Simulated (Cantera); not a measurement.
Transport properties of process gases

Gas mixture: NO = 0.75 (molar parts), at 130000 Pa, frozen composition.

Cantera's kinetic-theory transport with the Lennard-Jones parameters of GRI-Mech 3.0, ideal gas; thermal conductivity in the mixture-averaged form. The composition is frozen, though it would react at the higher temperatures.

```json
[
 {"T (K)": "400", "ρ (kg/m³)": "1.17", "cp (J/kg/K)": "998.6", "μ (µPa s)": "23.1", "λ (mW/m/K)": "32.4", "Pr": "0.712", "D (cm²/s) H2O": "0.305", "D (cm²/s) N2": "0.264", "D (cm²/s) NH3": "0.294"},
 {"T (K)": "500", "ρ (kg/m³)": "0.938", "cp (J/kg/K)": "1016", "μ (µPa s)": "27.0", "λ (mW/m/K)": "38.8", "Pr": "0.708", "D (cm²/s) H2O": "0.463", "D (cm²/s) N2": "0.387", "D (cm²/s) NH3": "0.444"},
 {"T (K)": "600", "ρ (kg/m³)": "0.782", "cp (J/kg/K)": "1041", "μ (µPa s)": "30.6", "λ (mW/m/K)": "45.1", "Pr": "0.706", "D (cm²/s) H2O": "0.647", "D (cm²/s) N2": "0.527", "D (cm²/s) NH3": "0.618"},
 {"T (K)": "700", "ρ (kg/m³)": "0.670", "cp (J/kg/K)": "1067", "μ (µPa s)": "34.0", "λ (mW/m/K)": "51.3", "Pr": "0.707", "D (cm²/s) H2O": "0.855", "D (cm²/s) N2": "0.684", "D (cm²/s) NH3": "0.813"},
 {"T (K)": "800", "ρ (kg/m³)": "0.586", "cp (J/kg/K)": "1092", "μ (µPa s)": "37.1", "λ (mW/m/K)": "57.3", "Pr": "0.708", "D (cm²/s) H2O": "1.08", "D (cm²/s) N2": "0.856", "D (cm²/s) NH3": "1.03"},
 {"T (K)": "900", "ρ (kg/m³)": "0.521", "cp (J/kg/K)": "1114", "μ (µPa s)": "40.1", "λ (mW/m/K)": "63.0", "Pr": "0.708", "D (cm²/s) H2O": "1.33", "D (cm²/s) N2": "1.04", "D (cm²/s) NH3": "1.26"},
 {"T (K)": "1000", "ρ (kg/m³)": "0.469", "cp (J/kg/K)": "1133", "μ (µPa s)": "42.9", "λ (mW/m/K)": "68.6", "Pr": "0.709", "D (cm²/s) H2O": "1.60", "D (cm²/s) N2": "1.24", "D (cm²/s) NH3": "1.51"},
 {"T (K)": "1100", "ρ (kg/m³)": "0.427", "cp (J/kg/K)": "1147", "μ (µPa s)": "45.7", "λ (mW/m/K)": "74.1", "Pr": "0.707", "D (cm²/s) H2O": "1.89", "D (cm²/s) N2": "1.46", "D (cm²/s) NH3": "1.78"}
]
```
D: mixture-averaged diffusion coefficient of that species in the mixture.
